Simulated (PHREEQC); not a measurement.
Model water analysis in mmol/kgw, 25 °C, pH 3.32, pe 8.2:

```tsv
constituent	mmol/kgw
Na	99.3
K	11.5
Ca	0.066
Mg	5.47
Cl	6.78
S(6)	27.6
Cu(2)	0.204
Ni	0.193
Mn(2)	0.201
Br	0.353
```

Valence states are taken as typed.

Model: ion-association model, wateq4f.dat, run in PHREEQC.

This is a speciation only: nothing precipitates in the calculation.

**Question.** Predict the ionic strength.

**Answer.** ionic strength 0.108 mol/kgw.

**Question.** In which forms is K present?

**Answer.** K+ 95 %, KSO4- 4.8 % of the K.
